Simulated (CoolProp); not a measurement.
A closed Brayton cycle with carbon dioxide: compressor inlet 305.15 K and 8.3 MPa, high pressure 16 MPa, turbine inlet 825 K, compressor efficiency 0.89, turbine efficiency 0.93, recuperator effectiveness 0 (on enthalpy, no pinch check). Each further row changes one setting.

The numbers come from the reference Helmholtz-energy equation of state, Span 1996 in CoolProp.

```csv
case,thermal efficiency (%),net work (kJ/kg),compressor to turbine work,compressor exit (K),turbine exit (K)
as stated,10.7,79.2,0.13,320.8,743.3
turbine inlet 775 K,10.8,73.1,0.14,320.8,696.4
compressor inlet 315.15 K,10.9,67.2,0.26,361.3,743.3
high pressure 13.6 MPa,8.2,61.1,0.12,316.6,763.2
recuperator effectiveness 0.5,16.7,79.2,0.13,320.8,743.3
```
